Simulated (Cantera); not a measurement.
Cantera run:

```python
import numpy as np
import cantera as ct

gas_names = """
    AL ALCL ALCL2 ALCL3 ALH ALN AL2 AL2CL6 CL CL2 H HCL H2 N NH NH2 NH3 N2 N2H2 N2H4
""".split()
cond_names = """
    AL(cr) AL(L) ALCL3(s) ALCL3(L) ALN(s) NH4CL(a) NH4CL(b)
""".split()


def load(file, names, dense=False):
    # The tables refer to 1 bar. Condensed volumes are neglected.
    table = {s.name: s for s in ct.Species.list_from_file(file)}
    out = []
    for n in names:
        d = dict(table[n].input_data)
        d["thermo"] = dict(d["thermo"], **{"reference-pressure": 1e5})
        if dense:
            d["equation-of-state"] = {"model": "constant-volume", "density": "1e6 g/cm^3"}
        out.append(ct.Species.from_dict(d))
    return out


gas = ct.Solution(thermo="ideal-gas", species=load("nasa_gas.yaml", gas_names))
cond = {s.name: ct.Solution(thermo="fixed-stoichiometry", species=[s], name=s.name)
        for s in load("nasa_condensed.yaml", cond_names, dense=True)}
atoms = {
    'AlCl3': {'AL': 1, 'CL': 3},
    'N2': {'N': 2},
    'NH3': {'N': 1, 'H': 3},
}
top_T = {'ALN(s)': 2750}  # K; cautious upper limits of use, not melting points


def equilibrate(T, P, feed):
    n = {}
    for name, mol in feed.items():
        for a, k in atoms[name].items():
            n[a] = n.get(a, 0.0) + k * mol
    gas.TPX = T, P, n
    mass = sum(n.values()) * gas.mean_molecular_weight
    gas.equilibrate("TP")
    valid = [c for c in cond.values() if c.min_temp <= T <= top_T.get(c.name, c.max_temp)]
    mix = ct.Mixture([(gas, mass / gas.mean_molecular_weight)] + [(c, 0.0) for c in valid])
    mix.T, mix.P = T, P
    mix.equilibrate("TP", solver="vcs", rtol=1e-11, max_steps=5000)
    return mix


results = []
feed = {'AlCl3': 1, 'N2': 2.3, 'NH3': 290}  # mol
P = 1600  # Pa
for T in [1275, 1375, 1475, 1575, 1675, 1775, 1875]:
    mix = equilibrate(T, P, feed)
    results.append((T, P, feed, dict(zip(mix.species_names, mix.species_moles))))

top = {s: max(r[3][s] / sum(r[3][g] for g in gas_names) for r in results) for s in gas_names}
cols = sorted((s for s in top if top[s] > 0.001), key=lambda s: -top[s])[:8]
seen = [c for c in cond_names if any(r[3].get(c, 0) > 1e-12 for r in results)]
print("log10 of partial pressures in bar; condensed amounts in mol")
print(f"{'T/K':>10s}" + "".join(f"{s[:9]:>10s}" for s in cols + seen))
for T, P, feed, n in results:
    ng = sum(n[g] for g in gas_names)
    print(f"{T:10.4g}" + "".join(f"{np.log10(max(n[s] / ng * P / 1e5, 1e-99)):10.3f}" for s in cols)
          + "".join(f"{n.get(c, 0):10.4g}" for c in seen))
```

Output:

```
log10 of partial pressures in bar; condensed amounts in mol
       T/K        H2        N2       HCL         H      ALCL    ALN(s)
      1275    -1.925    -2.395    -4.087    -7.095    -7.253    0.9937
      1375    -1.925    -2.395    -4.090    -6.428    -6.212     0.971
      1475    -1.925    -2.395    -4.114    -5.849    -5.336    0.8195
      1575    -1.925    -2.395    -4.225    -5.344    -4.665    0.1918
      1675    -1.925    -2.394    -4.264    -4.898    -4.568         0
      1775    -1.926    -2.395    -4.263    -4.501    -4.569         0
      1875    -1.927    -2.395    -4.261    -4.147    -4.573         0
```

Equilibrium computed with Cantera from the NASA thermochemical tables; the gas is ideal and each condensed phase is pure. The tables' values for AlCl2 are old estimates; treat these amounts as uncertain.
